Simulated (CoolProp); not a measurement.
Properties of normal hydrogen along the isobar 895 kPa.

Values from CoolProp's reference Helmholtz-energy equation of state, Leachman 2009.

```
T (°C)    phase  speed of sound (m/s)  Joule-Thomson coefficient (K/MPa)  isothermal compressibility (1/MPa)  viscosity (µPa s)  conductivity (mW/(m K))
-------  ------  --------------------  ---------------------------------  ----------------------------------  -----------------  -----------------------
-249.65  liquid                  1066                            -0.6993                             0.02482               11.2                      105
-224.35     gas                 568.5                              4.716                               1.214               2.47                     41.8
-198.95     gas                 712.2                              2.350                               1.135               3.36                     55.7
-173.65     gas                 813.6                              1.276                               1.119               4.15                     70.4
-148.25     gas                 895.7                             0.6921                               1.113               4.87                     86.4
-122.95     gas                 968.3                             0.3509                               1.111               5.54                      103
-97.65      gas                  1036                             0.1346                               1.111               6.18                      119
-72.25      gas                  1100                           -0.01290                               1.111               6.78                      135
-46.95      gas                  1161                            -0.1185                               1.111               7.36                      150
-21.55      gas                  1220                            -0.1983                               1.111               7.92                      163
3.75        gas                  1276                            -0.2604                               1.111               8.46                      176
```

Viscosity comes from a separate model (Muzny 2013). Thermal conductivity comes from a separate model (Assael 2011).
